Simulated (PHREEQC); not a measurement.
Silver or lead bath: an equilibrium model

Make-up at 25 °C: 0.0027 mol/kgw PbCl2 and 0.00022 mol/kgw KNO3. Closed to the air; pH follows from the charge balance.

Model: ion-association model, phreeqc.dat, run in PHREEQC.

Each row changes one thing in this solution. No solid was allowed to form.

| case | pH | ionic strength (mol/kgw) | Pb+2 (mol/kgw) | PbCl+ (mol/kgw) | PbNO3+ (mol/kgw) | Pb2OH+3 (mol/kgw) | SI of Pb(OH)2 (Pb(OH)2) | SI of Sylvite (KCl) |
|---|---|---|---|---|---|---|---|---|
| as made | 5.23 | 0.00764 | 0.00236 | 0.000329 | 5.17e-6 | 4.51e-7 | -0.48 | -6.93 |
| temperature from 25 to 45 °C | 5.25 | 0.00735 | 0.00221 | 0.000474 | 4.83e-6 | 4.13e-7 | +0.17 | -7.04 |
| temperature from 25 to 15 °C | 5.22 | 0.00777 | 0.00242 | 0.000266 | 5.33e-6 | 4.68e-7 | -0.83 | -6.88 |
| KNO3 from 0.00022 to 4.4e-05 mol/kgw | 5.23 | 0.00747 | 0.00236 | 0.000331 | 1.04e-6 | 4.51e-7 | -0.48 | -7.63 |
| temperature from 25 to 65 °C | 5.26 | 0.00703 | 0.00205 | 0.000635 | 4.45e-6 | 3.72e-7 | +0.74 | -7.14 |

Complexes and solids missing from the database can't appear. Some of these states are supersaturated (in Pb(OH)2, for instance). Away from 25 °C the constants follow the database's enthalpies or fits; those with neither stay at their 25 °C values.
